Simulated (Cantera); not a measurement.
An adiabatic, constant-volume homogeneous reactor starts with 35.3 % CO, 1.94 % H2, 4.23 % CH4, 12.3 % O2, 46.2 % N2, equivalence ratio 2.2, at 1373 K and 3750 Torr.

Cantera simulation using GRI-Mech 3.0 (53 species, 325 reactions); the numbers are that mechanism's predictions, not measurements.

One state of this run: T (K) = 2971; P (bar) = 10.5; x CO = 0.286; x H2 = 0.0246; x CH4 = 3.87e-12; x CH2 = 1.03e-11; x C2H = <1e-12. x: mole fraction; the columns are a selection and need not sum to one.

Which value of t (s) does it belong to?
A) 1.09e-5
B) 3.30e-6
C) 0.000118
D) 0.152

D, 0.152
